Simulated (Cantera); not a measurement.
Cantera run, input and output.

```python
import numpy as np
import cantera as ct

gas = ct.Solution("gri30.yaml")
gas.TPX = 698, 100000, {'CH4': 1, 'O2': 2.56, 'N2': 9.64}
inlet = ct.Reservoir(gas, clone=True)
gas.equilibrate("HP")  # start burning
reactor = ct.IdealGasConstPressureReactor(gas, energy="on", clone=False)
exhaust = ct.Reservoir(gas, clone=True)
tau = [0.054, 0.031, 0.018, 0.01, 0.0058, 0.0033, 0.0019, 0.0011, 0.00061, 0.00035, 0.0002, 0.00011, 6.5e-05][0]
for a, b in ((inlet, reactor), (reactor, exhaust)):
    ct.MassFlowController(a, b, mdot=lambda t: reactor.mass / tau)
net = ct.ReactorNet([reactor])
show = ['CH4', 'O2', 'CH2O', 'OH', 'CO', 'NO']

rows = []
print(f"{'tau/s':>10s}{'T/K':>9s}" + "".join(f"{s:>11s}" for s in show))
for tau in [0.054, 0.031, 0.018, 0.01, 0.0058, 0.0033, 0.0019, 0.0011, 0.00061, 0.00035, 0.0002, 0.00011, 6.5e-05]:
    net.initial_time = 0.0
    net.advance(30 * tau)
    before = gas.X
    net.advance(40 * tau)
    drift = np.max(np.abs(gas.X - before) / (gas.X + 1e-9))
    rows.append([gas.T, *gas[show].X, drift])
    print(f"{tau:10.3e}{gas.T:9.1f}" + "".join(f"{x:11.3e}" for x in gas[show].X))
```

It prints:

```
     tau/s      T/K        CH4         O2       CH2O         OH         CO         NO
 5.400e-02   2228.7  3.804e-06  4.222e-02  6.560e-07  5.063e-03  3.331e-03  1.425e-03
 3.100e-02   2223.9  6.175e-06  4.260e-02  1.072e-06  5.323e-03  3.725e-03  9.821e-04
 1.800e-02   2215.8  9.670e-06  4.299e-02  1.687e-06  5.688e-03  4.325e-03  6.812e-04
 1.000e-02   2202.0  1.524e-05  4.352e-02  2.665e-06  6.228e-03  5.296e-03  4.630e-04
 5.800e-03   2183.4  2.272e-05  4.415e-02  3.957e-06  6.854e-03  6.551e-03  3.255e-04
 3.300e-03   2157.7  3.399e-05  4.499e-02  5.844e-06  7.582e-03  8.220e-03  2.253e-04
 1.900e-03   2126.2  5.056e-05  4.601e-02  8.489e-06  8.302e-03  1.019e-02  1.564e-04
 1.100e-03   2089.3  7.590e-05  4.722e-02  1.232e-05  8.948e-03  1.241e-02  1.092e-04
 6.100e-04   2043.7  1.206e-04  4.880e-02  1.866e-05  9.486e-03  1.508e-02  7.499e-05
 3.500e-04   1996.1  1.929e-04  5.061e-02  2.826e-05  9.767e-03  1.790e-02  5.325e-05
 2.000e-04   1944.4  3.238e-04  5.298e-02  4.453e-05  9.753e-03  2.126e-02  3.762e-05
 1.100e-04   1884.7  6.069e-04  5.664e-02  7.710e-05  9.285e-03  2.598e-02  2.504e-05
 6.500e-05   1824.3  1.190e-03  6.203e-02  1.380e-04  8.228e-03  3.202e-02  1.605e-05
```

Cantera simulation using GRI-Mech 3.0 (53 species, 325 reactions); the numbers are that mechanism's predictions, not measurements.
